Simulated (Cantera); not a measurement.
Feed: 1 mol SiH4, 0.33 mol C2H2, 5.2 mol H2, 0.26 mol HCl, at 1600 K and 0.100 bar.

These are equilibrium values from Cantera (NASA tables, ideal gas, pure condensed phases), not measurements of a reactor. Candidate condensed phases: C, C6H6, C7H8, C8H18, Si, SiC; 109 gas species. Mutual solubility and eutectic melting of coexisting phases are not modelled. The tables' values for SiCl3 are old estimates; treat these amounts as uncertain. Rates play no part.

Base state: H2 0.969, HCl 0.0278, SiCl2 0.00274, H 0.000169, SiCl3 3.33e-5 (mole fractions); condensed: Si(s) + SiC(s).

Problem. What changes in the equilibrium state with this change: temperature from 1600 K to 2575 K?

Solution. 
```json
[
 {"species": "H2", "before": "0.969", "after": "0.813"},
 {"species": "H", "before": "0.000169", "after": "0.0988"},
 {"species": "Si", "before": "9.75e-7", "after": "0.0392"},
 {"species": "HCl", "before": "0.0278", "after": "0.0255"},
 {"species": "SiC2", "before": "<1e-9", "after": "0.00441"},
 {"species": "Si2C", "before": "3.10e-9", "after": "0.00676"},
 {"species": "C2H2 (acetylene)", "before": "2.95e-9", "after": "0.00421"},
 {"species": "Si(s), mol", "before": "0.318", "after": "0"},
 {"species": "SiC(s), mol", "before": "0.660", "after": "0.450"}
]
```
The tables' values for SiCl are old estimates; treat these amounts as uncertain. Gases not in the tables: Si2H6 and higher silanes.
